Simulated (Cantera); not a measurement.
Feed: 1 mol SiO₂, 75 mol HCl, held at 18.0 Torr.

These are equilibrium values from Cantera (NASA tables, ideal gas, pure condensed phases), not measurements of a reactor. Candidate condensed phases: H₂O, Si, SiO₂; 30 gas species. The tables hold silica as quartz up to 1696 K and as liquid above; real silica turns to tridymite and cristobalite and melts near 1996 K. The numbers say what is thermodynamically allowed, not how fast it happens.

Question: At 1025 °C, list the 6 most abundant gas species with their mole fractions, and the condensed phases.

Answer: HCl 0.999, Cl 0.000392, H₂ 0.000221, H₂O 0.000191, SiCl₄ 9.55e-5, Cl₂ 2.49e-5. Condensed: SiO₂(β-quartz).
